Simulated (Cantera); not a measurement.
## CH3SiCl3 + HCl + H2 + C3H8 (silicon carbide growth)

Feed: 1 mol CH3SiCl3, 0.12 mol HCl, 78 mol H2, 0.025 mol C3H8, equilibrated at 0.00133 bar.

Equilibrium computed with Cantera from the NASA thermochemical tables; the gas is ideal and each condensed phase is pure. Candidate condensed phases: C, C6H6, C7H8, C8H18, Si, SiC; 109 gas species. The feed counts by its element totals alone. The tables' values for SiCl are old estimates; treat these amounts as uncertain. Gases not in the tables: Si2H6 and higher silanes. Equilibrium is a limit: real reactors are often held back by kinetics, nucleation or transport.

From 1400 °C to 1800 °C the condensed part is C(graphite) + SiC(s). From 1900 °C to 2000 °C the condensed part is C(graphite). From 2100 °C to 2300 °C nothing is condensed. The main Si-bearing gas is SiCl2 at 1400 °C and Si at 2300 °C.

| T (°C) | x H2 | x H | x HCl | x Cl | n C(graphite) | n SiC(s) |
|---|---|---|---|---|---|---|
| 1400 | 0.959 | 0.00305 | 0.0381 | 9.48e-5 | 0.0724 | 0.994 |
| 1500 | 0.954 | 0.00761 | 0.0378 | 0.000232 | 0.0648 | 0.988 |
| 1600 | 0.944 | 0.0172 | 0.0373 | 0.000513 | 0.0578 | 0.968 |
| 1700 | 0.925 | 0.0355 | 0.0362 | 0.00104 | 0.0944 | 0.873 |
| 1800 | 0.888 | 0.0679 | 0.0343 | 0.00194 | 0.372 | 0.450 |
| 1900 | 0.831 | 0.120 | 0.0319 | 0.00337 | 0.584 | 0 |
| 2000 | 0.753 | 0.200 | 0.0284 | 0.00545 | 0.322 | 0 |
| 2100 | 0.646 | 0.308 | 0.0238 | 0.00809 | 0 | 0 |
| 2200 | 0.518 | 0.440 | 0.0183 | 0.0110 | 0 | 0 |
| 2300 | 0.381 | 0.581 | 0.0129 | 0.0138 | 0 | 0 |
x: gas mole fraction; n: condensed amount in mol.
